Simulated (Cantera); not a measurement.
An adiabatic, constant-volume homogeneous reactor starts with CH₄ : CO : O₂ : N₂ = 1 : 0.033 : 4.03 : 27.8 (molar parts), at 1350 K and 1.68 atm. Integrator tolerance rtol = 1e-08.

Cantera simulation using GRI-Mech 3.0 (53 species, 325 reactions); the numbers are that mechanism's predictions, not measurements.

Question: What does this change do: constant pressure in place of constant volume?

Answer: 
```csv
quantity,before,after
time of steepest temperature rise,4.97 ms,5.11 ms
temperature at 5.00 s,2170 K,2004 K
equilibrium temperature,2170 K,2003 K
x(CH₄) at 5.00 s,<1e-12 (gas-phase equilibrium <1e-12),<1e-12 (gas-phase equilibrium <1e-12)
x(CO) at 5.00 s,0.000383 (gas-phase equilibrium 0.000383),0.000135 (gas-phase equilibrium 0.000135)
x(O₂) at 5.00 s,0.0577 (gas-phase equilibrium 0.0577),0.0591 (gas-phase equilibrium 0.0589)
x(H₂O₂) at 5.00 s,7.40e-8 (gas-phase equilibrium 7.40e-8),3.59e-8 (gas-phase equilibrium 3.58e-8)
x(O) at 5.00 s,0.000325 (gas-phase equilibrium 0.000325),0.000129 (gas-phase equilibrium 0.000128)
x(C₂H₂) at 5.00 s,<1e-12 (gas-phase equilibrium <1e-12),<1e-12 (gas-phase equilibrium <1e-12)
```

Question: What does this change do: pressure from 1.68 atm to 12.8 atm?

Answer: 
| quantity | before | after |
|---|---|---|
| time of steepest temperature rise | 4.97 ms | 0.838 ms |
| temperature at 5.00 s | 2170 K | 2178 K |
| equilibrium temperature | 2170 K | 2178 K |
| x(CH₄) at 5.00 s | <1e-12 (gas-phase equilibrium <1e-12) | <1e-12 (gas-phase equilibrium <1e-12) |
| x(CO) at 5.00 s | 0.000383 (gas-phase equilibrium 0.000383) | 0.000148 (gas-phase equilibrium 0.000148) |
| x(O₂) at 5.00 s | 0.0577 (gas-phase equilibrium 0.0577) | 0.0577 (gas-phase equilibrium 0.0577) |
| x(H₂O₂) at 5.00 s | 7.40e-8 (gas-phase equilibrium 7.40e-8) | 2.12e-7 (gas-phase equilibrium 2.12e-7) |
| x(O) at 5.00 s | 0.000325 (gas-phase equilibrium 0.000325) | 0.000124 (gas-phase equilibrium 0.000124) |
| x(C₂H₂) at 5.00 s | <1e-12 (gas-phase equilibrium <1e-12) | <1e-12 (gas-phase equilibrium <1e-12) |
The pressure lies above the range GRI-Mech 3.0 was tuned for (to about 10 atm).
